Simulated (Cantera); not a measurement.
A perfectly stirred reactor is fed with 6.96 % C3H8, 19.3 % O2, 61.9 % N2, 11.8 % CO2, equivalence ratio 1.8, at 100000 Pa; it is adiabatic with a 425 K inlet, and is followed from long to short residence time, starting on the burning branch (τ in s: 0.46, 0.12, 0.031, 0.008, 0.0021, 0.00054, 0.00014, 3.6e-05, 9.4e-06).

Detailed kinetics in Cantera: GRI-Mech 3.0 (53 species, 325 reactions). GRI-Mech 3.0 was tuned for natural gas; its chemistry of propane as a main component is partial and can be far from experiment.

**Question.** Predict: blow-out, bracketed by the residence times tried; x(C3H8) at τ = 0.460 s; x(O2) at τ = 0.460 s; x(CO2) at τ = 0.460 s; x(CH3) at τ = 0.460 s; x(C3H8) at τ = 2.10 ms; x(O2) at τ = 2.10 ms; x(CO2) at τ = 2.10 ms; x(N2O) at τ = 2.10 ms; x(CH3) at τ = 2.10 ms.

**Answer.** 
* **blow-out, bracketed by the residence times tried**: burning at 2.10 ms, out at 0.540 ms
* **x(C3H8) at τ = 0.460 s**: 1.24e-6
* **x(O2) at τ = 0.460 s**: 0.000256
* **x(CO2) at τ = 0.460 s**: 0.100
* **x(CH3) at τ = 0.460 s**: 9.83e-5
* **x(C3H8) at τ = 2.10 ms**: 0.000187
* **x(O2) at τ = 2.10 ms**: 0.0109
* **x(CO2) at τ = 2.10 ms**: 0.111
* **x(N2O) at τ = 2.10 ms**: 5.16e-9
* **x(CH3) at τ = 2.10 ms**: 0.00101
